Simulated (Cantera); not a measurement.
Cantera run, input and output.

```python
import numpy as np
import cantera as ct

gas = ct.Solution("h2o2.yaml")
gas.TPX = 1723, 620000, {'H2': 1, 'O2': 0.704, 'N2': 2.65}
reactor = ct.IdealGasConstPressureReactor(gas, energy="on", clone=False)
net = ct.ReactorNet([reactor])
net.rtol, net.atol = 1e-08, 1e-16
show = ['H2', 'O2', 'OH', 'H', 'H2O2']
times = np.geomspace(2e-06, 6, 10)

steps = ct.SolutionArray(gas, extra=["t"])
rows = []
print(f"{'t/s':>10s}{'T/K':>9s}{'P/Pa':>11s}" + "".join(f"{s:>11s}" for s in show))
for t in times:
    while net.time < t:
        t_next = net.step()
        steps.append(gas.state, t=t_next)
    rows.append([np.interp(t, steps.t, y) for y in (steps.T, steps.P, *steps(*show).X.T)])
    print(f"{t:10.3e}{rows[-1][0]:9.1f}{rows[-1][1]:11.4g}" + "".join(f"{x:11.3e}" for x in rows[-1][2:]))
rate = np.gradient(steps.T, steps.t)
print("integrator steps:", len(steps.t))
if steps.T.max() > steps.T[0] + 200:
    print(f"time of steepest temperature rise: {steps.t[rate.argmax()]:.4e} s")
gas.TPX = 1723, 620000, {'H2': 1, 'O2': 0.704, 'N2': 2.65}
gas.equilibrate("HP")
print(f"equilibrium (HP): T = {gas.T:.1f} K  " + "  ".join(f"{s} {gas[s].X[0]:.3e}" for s in show))
```

It prints:

```
       t/s      T/K       P/Pa         H2         O2         OH          H       H2O2
 2.000e-06   2390.6    6.2e+05  3.520e-02  5.458e-02  3.482e-02  3.982e-02  1.426e-06
 1.049e-05   2950.6    6.2e+05  1.631e-02  4.890e-02  3.216e-02  7.595e-03  1.868e-06
 5.500e-05   2962.5    6.2e+05  1.570e-02  4.880e-02  3.179e-02  7.123e-03  1.959e-06
 2.884e-04   2962.5    6.2e+05  1.570e-02  4.880e-02  3.179e-02  7.123e-03  1.959e-06
 1.513e-03   2962.5    6.2e+05  1.570e-02  4.880e-02  3.179e-02  7.123e-03  1.959e-06
 7.933e-03   2962.5    6.2e+05  1.570e-02  4.880e-02  3.179e-02  7.123e-03  1.959e-06
 4.160e-02   2962.5    6.2e+05  1.570e-02  4.880e-02  3.179e-02  7.123e-03  1.959e-06
 2.182e-01   2962.5    6.2e+05  1.570e-02  4.880e-02  3.179e-02  7.123e-03  1.959e-06
 1.144e+00   2962.5    6.2e+05  1.570e-02  4.880e-02  3.179e-02  7.123e-03  1.959e-06
 6.000e+00   2962.5    6.2e+05  1.570e-02  4.880e-02  3.179e-02  7.123e-03  1.959e-06
integrator steps: 1058
time of steepest temperature rise: 1.1882e-06 s
equilibrium (HP): T = 2962.5 K  H2 1.570e-02  O2 4.880e-02  OH 3.179e-02  H 7.123e-03  H2O2 1.959e-06
```

Detailed kinetics in Cantera: the H2/O2 subset of GRI-Mech 3.0, which has no nitrogen chemistry. The hydrogen kinetics of GRI-Mech 3.0 are dated; newer H2 mechanisms differ, most at raised pressure.
